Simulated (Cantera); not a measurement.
A perfectly stirred reactor is fed with CH4 : H2O : H2 = 1 : 0.38 : 0.16 (molar parts), at 12.0 bar; it is held at 2025 K, and followed from long to short residence time.

Computed with Cantera and GRI-Mech 3.0 (53 species, 325 reactions). GRI-Mech 3.0 stops at C3 and has no aromatics, soot or wall deposition, so with more carbon than oxygen in the feed, carbon stays in small species such as C2H2 where larger ones or solid carbon would form. The pressure lies above the range GRI-Mech 3.0 was tuned for (to about 10 atm).

| quantity | before | after |
|---|---|---|
| x(CH4) at τ = 7.10 s | 0.0301 | 0.0665 |
| x(H2O) at τ = 7.10 s | 0.000137 | 0.000792 |
| x(H2) at τ = 7.10 s | 0.740 | 0.712 |
| x(HO2) at τ = 7.10 s | <1e-12 | <1e-12 |
| x(CH2CO) at τ = 7.10 s | 2.35e-6 | 2.80e-6 |
| x(CH4) at τ = 98.0 ms | 0.0323 | 0.0743 |
| x(H2O) at τ = 98.0 ms | 0.00824 | 0.0355 |
| x(H2) at τ = 98.0 ms | 0.732 | 0.680 |
| x(HO2) at τ = 98.0 ms | <1e-12 | <1e-12 |
| x(CH2CO) at τ = 98.0 ms | 4.76e-6 | 9.11e-6 |

What was changed between the two runs?
A) pressure from 12.0 bar to 7.90 bar
B) temperature 2025 to 1275 K
C) pressure from 12.0 bar to 1.00 bar
D) temperature 2025 to 1873 K

D, temperature 2025 to 1873 K
